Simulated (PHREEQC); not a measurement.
PHREEQC input (ion-association model, wateq4f.dat):

```
SOLUTION_SPECIES
  PO4-3 + 3H+ = H3PO4  # constants of phreeqc.dat
    -log_k 21.721
    -delta_h -10.1 kJ
SOLUTION 1
  temp 25
  units mmol/kgw
  pH 7 charge
  F 6.841
  Cs 0.041
  P 4.3
SOLUTION 2
  temp 25
  units mmol/kgw
  pH 7 charge
  K 18
  S(6) 18.57
  Cs 1.14
  Rb 36
END
SELECTED_OUTPUT 1
  -reset false
  -pH true
  -pe true
  -ionic_strength true
  -water true
  -totals Cs F K P Rb S S(-2) S(6)
  -molalities H+ Cs+ F- K+ PO4-3 Rb+ SO4-2 HPO4-2 H2PO4- KHPO4-
    KSO4- HSO4- H2S HS- S-2 O2 OH- HF HF2- H2F2
    H3PO4
PRINT
  -reset false
MIX 1
  1 1
  2 0
EQUILIBRIUM_PHASES 1
  O2(g) -0.68 10
END
# ... the last block is repeated for the other 20 points of share of solution B
```

Selected output (columns that matter, 12 of 21 rows; share of solution B added in front):

```
share of solution B	pH	mu	Cs	F	K	P	Rb	S	m_H+	m_Cs+	m_F-	m_K+	m_PO4-3	m_Rb+
0	2.4342	0.003957	4.1e-05	0.006841	0	0.0043	0	0	0.0039159	4.1e-05	0.0010794	0	1.0088e-17	0
0.1	2.6541	0.0095505	0.0001509	0.0061567	0.0017999	0.0038699	0.0035999	0.0018569	0.0024242	0.0001509	0.0015023	0.0017866	3.7545e-17	0.0035999
0.2	2.9422	0.015681	0.00026078	0.0054724	0.0035998	0.0034398	0.0071995	0.0037138	0.0012719	0.00026078	0.0021449	0.0035482	1.7067e-16	0.0071995
0.25	3.1355	0.018911	0.00031572	0.0051303	0.0044996	0.0032247	0.0089993	0.0046421	0.00082111	0.00031572	0.0025884	0.0044206	4.4239e-16	0.0089993
0.35	3.8678	0.025629	0.0004256	0.0044461	0.0062993	0.0027947	0.012599	0.0064988	0.00015404	0.0004256	0.0037741	0.0061513	1.3787e-14	0.012599
0.45	7.7149	0.0347	0.00053547	0.003762	0.0080988	0.0023647	0.016198	0.0083553	2.2198e-08	0.00053547	0.0037619	0.0078579	1.0692e-07	0.016198
0.55	11.33	0.042568	0.00064537	0.003078	0.0098987	0.0019347	0.019797	0.010212	5.439e-12	0.00064537	0.003078	0.009569	0.00036945	0.019797
0.65	11.671	0.049631	0.00075527	0.0023941	0.011699	0.0015048	0.023398	0.012069	2.4958e-12	0.00075527	0.0023941	0.01127	0.00053121	0.023398
0.75	11.866	0.056299	0.00086518	0.0017101	0.013499	0.0010749	0.026998	0.013926	1.6037e-12	0.00086518	0.0017101	0.01296	0.00050693	0.026998
0.8	11.939	0.059527	0.00092014	0.0013681	0.014399	0.00085995	0.028798	0.014855	1.3585e-12	0.00092014	0.0013681	0.013801	0.00044601	0.028798
0.9	12.058	0.065832	0.0010301	0.00068408	0.016199	0.00042999	0.032399	0.016712	1.0396e-12	0.0010301	0.00068408	0.015474	0.00025569	0.032399
1	12.151	0.071987	0.00114	0	0.018	0	0.036	0.01857	8.422e-13	0.00114	0	0.017138	0	0.036
```

Species that the database lacks are ignored. H3PO4, which wateq4f.dat lacks, is added to it with the constant of phreeqc.dat.
